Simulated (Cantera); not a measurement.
Premixed flame

A freely propagating, adiabatic, planar premixed flame of 4.28 % CH4, 1.20 % C2H6, 0.291 % C3H8, 21.9 % O2, 72.4 % N2, unburnt at 548 K and 10000 Pa; mixture-averaged transport, grid criteria slope 0.08 and curve 0.16, no radiation.

Cantera simulation using GRI-Mech 3.0 (53 species, 325 reactions); the numbers are that mechanism's predictions, not measurements. Burning velocities carry a grid error of a few per cent, more on coarse grids.

| z (mm) | T (K) | u (m/s) | x CH4 | x C2H6 | x C3H8 | x HCO | x H2 | x C2H2 |
|---|---|---|---|---|---|---|---|---|
| -8.27 | 548 | 1.34 | 0.0428 | 0.0120 | 0.00291 | <1e-8 | 0.000451 | <1e-8 |
| -5.51 | 549 | 1.35 | 0.0427 | 0.0120 | 0.00291 | <1e-8 | 0.00140 | <1e-8 |
| -4.13 | 552 | 1.36 | 0.0425 | 0.0119 | 0.00290 | <1e-8 | 0.00269 | 6.99e-8 |
| -2.76 | 581 | 1.43 | 0.0415 | 0.0118 | 0.00287 | <1e-8 | 0.00539 | 9.48e-7 |
| -1.38 | 836 | 2.09 | 0.0332 | 0.00943 | 0.00224 | 4.05e-7 | 0.0105 | 1.76e-5 |
| -0.689 | 1164 | 2.94 | 0.0211 | 0.00448 | 0.000911 | 1.14e-5 | 0.0132 | 5.66e-5 |
| 0 | 1498 | 3.83 | 0.00704 | 0.000402 | 5.01e-5 | 5.82e-5 | 0.0131 | 8.87e-5 |
| 0.689 | 1637 | 4.20 | 0.000976 | 3.50e-6 | 1.58e-7 | 2.23e-5 | 0.00961 | 1.64e-5 |
| 1.38 | 1670 | 4.28 | 8.12e-5 | 1.04e-8 | <1e-8 | 2.36e-6 | 0.00722 | 6.53e-7 |
| 2.76 | 1696 | 4.32 | 4.92e-7 | <1e-8 | <1e-8 | 2.21e-8 | 0.00650 | <1e-8 |
| 5.51 | 1730 | 4.39 | <1e-8 | <1e-8 | <1e-8 | <1e-8 | 0.00667 | <1e-8 |
| 11.0 | 1774 | 4.49 | <1e-8 | <1e-8 | <1e-8 | <1e-8 | 0.00622 | <1e-8 |
| 22.0 | 1834 | 4.62 | <1e-8 | <1e-8 | <1e-8 | <1e-8 | 0.00519 | <1e-8 |
x: mole fraction of selected species; z is measured from the peak of heat release.

The laminar burning velocity is 134 cm/s and the thermal thickness is 2.76 mm. The peak x(HCO) comes out as 5.87e-5 and the peak x(H2) is 0.0137. The peak x(C2H2) is 9.29e-5 and the grid points is 150.
